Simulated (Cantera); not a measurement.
A perfectly stirred reactor is fed with CO : H2 : O2 : N2 = 1 : 0.47 : 1.34 : 5.02 (molar parts), equivalence ratio 0.55, at 4.80 bar; it is adiabatic with a 650 K inlet, and is followed from long to short residence time, starting on the burning branch (τ in s: 0.055, 0.027, 0.014, 0.007, 0.0035, 0.0018, 0.00089, 0.00045, 0.00022, 0.00011, 5.7e-05).

Cantera simulation using GRI-Mech 3.0 (53 species, 325 reactions); the numbers are that mechanism's predictions, not measurements. The hydrogen kinetics of GRI-Mech 3.0 are dated; newer H2 mechanisms differ, most at raised pressure.

Problem. What does this change do: inlet temperature 650 to 600 K?

Solution. 
```json
[
 {"quantity": "blow-out, bracketed by the residence times tried", "before": "burning at 57.0 µs, the shortest tried", "after": "burning at 57.0 µs, the shortest tried"},
 {"quantity": "x(CO) at τ = 55.0 ms", "before": "0.000944", "after": "0.000796"},
 {"quantity": "x(H2) at τ = 55.0 ms", "before": "8.18e-5", "after": "6.87e-5"},
 {"quantity": "x(O2) at τ = 55.0 ms", "before": "0.0847", "after": "0.0849"},
 {"quantity": "x(H2O2) at τ = 55.0 ms", "before": "1.14e-7", "after": "1.05e-7"},
 {"quantity": "x(NO2) at τ = 55.0 ms", "before": "1.92e-6", "after": "1.31e-6"},
 {"quantity": "x(CO) at τ = 1.80 ms", "before": "0.00504", "after": "0.00490"},
 {"quantity": "x(H2) at τ = 1.80 ms", "before": "0.000376", "after": "0.000365"},
 {"quantity": "x(O2) at τ = 1.80 ms", "before": "0.0863", "after": "0.0864"},
 {"quantity": "x(H2O2) at τ = 1.80 ms", "before": "2.25e-7", "after": "2.40e-7"},
 {"quantity": "x(NO2) at τ = 1.80 ms", "before": "4.38e-7", "after": "3.63e-7"}
]
```

Problem. What does this change do: pressure from 4.80 bar to 0.950 bar?

Solution. 
| quantity | before | after |
|---|---|---|
| blow-out, bracketed by the residence times tried | burning at 57.0 µs, the shortest tried | burning at 0.110 ms, out at 57.0 µs |
| x(CO) at τ = 55.0 ms | 0.000944 | 0.00349 |
| x(H2) at τ = 55.0 ms | 8.18e-5 | 0.000318 |
| x(O2) at τ = 55.0 ms | 0.0847 | 0.0854 |
| x(H2O2) at τ = 55.0 ms | 1.14e-7 | 5.47e-8 |
| x(NO2) at τ = 55.0 ms | 1.92e-6 | 4.88e-7 |
| x(CO) at τ = 1.80 ms | 0.00504 | 0.0189 |
| x(H2) at τ = 1.80 ms | 0.000376 | 0.00189 |
| x(O2) at τ = 1.80 ms | 0.0863 | 0.0901 |
| x(H2O2) at τ = 1.80 ms | 2.25e-7 | 2.04e-7 |
| x(NO2) at τ = 1.80 ms | 4.38e-7 | 3.18e-8 |
